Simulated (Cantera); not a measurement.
Gas mixture: O2 = 0.52 (molar parts), at 3980 Torr, frozen composition.

Cantera's kinetic-theory transport with the Lennard-Jones parameters of GRI-Mech 3.0, ideal gas; thermal conductivity in the mixture-averaged form.

D: mixture-averaged diffusion coefficient of that species in the mixture.

```csv
T (K),ρ (kg/m³),cp (J/kg/K),μ (µPa s),λ (mW/m/K),Pr,D (cm²/s) O,D (cm²/s) CH4,D (cm²/s) CH3
400,5.10,941.4,25.6,?,0.713,0.104,0.0720,0.0724
500,4.08,971.4,30.0,?,0.709,0.152,0.106,0.107
600,3.40,1003,34.1,?,0.709,0.207,0.145,0.146
700,2.91,1031,37.8,?,0.709,0.268,0.189,0.190
800,2.55,1055,41.4,?,0.710,0.336,0.237,0.238
900,2.27,1074,44.7,?,0.710,0.409,0.289,0.290
1000,2.04,1090,47.9,73.6,0.710,0.487,0.344,0.346
1100,1.85,1103,51.0,79.4,0.709,0.571,0.404,0.406
1200,1.70,1114,54.0,84.9,0.708,0.660,0.467,0.470
```

Problem. Some entries are withheld; supply them.

Solution. 
- 400, λ (mW/m/K): 33.9
- 500, λ (mW/m/K): 41.1
- 600, λ (mW/m/K): 48.2
- 700, λ (mW/m/K): 55.0
- 800, λ (mW/m/K): 61.4
- 900, λ (mW/m/K): 67.6
